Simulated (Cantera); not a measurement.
Feed: 1 mol PbO, 7.4 mol H₂, 0.58 mol N₂, equilibrated at 1127 °C and 1.33 mbar.

Cantera equilibrium calculation (NASA polynomials, part measured and part estimated; ideal gas, pure solids and liquids). Candidate condensed phases: H₂O, Pb, PbO, PbO₂, Pb₃O₄; 27 gas species. The numbers say what is thermodynamically allowed, not how fast it happens.

Task: What is the equilibrium state?

Result: 
| Property | Value |
|---|---|
| x(H₂) | 0.713 |
| x(H₂O) | 0.111 |
| x(Pb) | 0.111 |
| x(N₂) | 0.0646 |
| x(H) | 0.000112 |
| x(PbO) | 3.28e-6 |
| gas amount | 8.980 mol |
| log10 activity of Pb(l) (absent) | -1.77 |
